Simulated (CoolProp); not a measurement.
Vapour-liquid equilibrium of m-xylene (1) + n-nonane (2) at 100.35 °C; x and y are mole fractions of (1).

Values from CoolProp's multi-fluid Helmholtz-energy mixture model, Zhou 2012 and Lemmon 2006; pair parameters Bell 2016.

```
x     bubble pressure (MPa)  y at the bubble point  dew pressure at overall composition x (MPa)  liquid density (mol/L)
----  ---------------------  ---------------------  -------------------------------------------  ----------------------
0.05                0.02245                  0.096                                          [?]                   5.176
0.15                0.02444                  0.251                                      0.02312                   5.351
0.25                0.02609                  0.372                                      0.02442                   5.538
0.35                0.02747                  0.471                                      0.02579                   5.738
0.45                    [?]                  0.558                                      0.02718                   5.953
0.55                0.02956                  0.636                                      0.02852                   6.183
0.65                0.03032                  0.711                                      0.02972                   6.431
0.75                0.03091                  0.785                                          [?]                   6.699
0.85                0.03133                    [?]                                      0.03127                     [?]
0.95                0.03154                  0.951                                      0.03154                   7.300
```

### Question
Complete the blanks.

### Answer

- 0.05, dew pressure at overall composition x (MPa): 0.02190
- 0.45, bubble pressure (MPa): 0.02862
- 0.75, dew pressure at overall composition x (MPa): 0.03066
- 0.85, y at the bubble point: 0.864
- 0.85, liquid density (mol/L): 6.987

No azeotrope shows between x = 0.05 and 0.95.

Pair parameters are fitted to limited data, so mixtures are less certain than the pure fluids.
